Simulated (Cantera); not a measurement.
Feed: 1 mol C2H2, 0.84 mol CO2, 0.23 mol N2, 0.11 mol O2, equilibrated at 1398 K and 1 atm.

Equilibrium computed with Cantera from the NASA thermochemical tables; the gas is ideal and each condensed phase is pure. Candidate condensed phases: C, C6H6, C7H8, C8H18, H2O; 136 gas species. Kinetics and transport are ignored.

Base state: CO 0.606, H2 0.318, N2 0.0736, H2O 0.000740, CO2 0.000652, CH4 0.000449, HCN 7.47e-5 (mole fractions); condensed: C(graphite).

Question: What changes in the equilibrium state with this change: temperature from 1398 K to 1300 K?

Answer: 
```json
[
 {"species": "CO", "before": "0.606", "after": "0.604"},
 {"species": "H2", "before": "0.318", "after": "0.318"},
 {"species": "N2", "before": "0.0736", "after": "0.0738"},
 {"species": "CO2", "before": "0.000652", "after": "0.00191"},
 {"species": "H2O", "before": "0.000740", "after": "0.00177"},
 {"species": "HCN", "before": "7.47e-5", "after": "3.17e-5"},
 {"species": "CH4", "before": "0.000449", "after": "0.000803"},
 {"species": "C(graphite), mol", "before": "0.943", "after": "0.949"}
]
```
